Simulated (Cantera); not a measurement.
Input: 1 mol Si2Cl6, 27 mol NH3, 19 mol H2, equilibrated at 10.0 mbar.

Method: chemical equilibrium by Gibbs-energy minimisation in Cantera with the NASA 1993 tables (ideal gas, pure condensed phases). Candidate condensed phases: NH4Cl, Si, Si3N4; 28 gas species. The feed counts by its element totals alone. Equilibrium is a limit: real reactors are often held back by kinetics, nucleation or transport. All values below are at 950 K.

Base state: H2 0.757, N2 0.163, HCl 0.0803, SiCl4 1.95e-5 (mole fractions); condensed: Si3N4(s).

Problem. What changes in the equilibrium state with this change: Si2Cl6 replaced by trisilylamine?

Solution. 
```json
[
 {"species": "H2", "before": "0.757", "after": "0.842"},
 {"species": "N2", "before": "0.163", "after": "0.158"},
 {"species": "HCl", "before": "0.0803", "after": "0"},
 {"species": "SiCl4", "before": "1.95e-5", "after": "0"},
 {"species": "Si3N4(s), mol", "before": "0.666", "after": "1.00"}
]
```
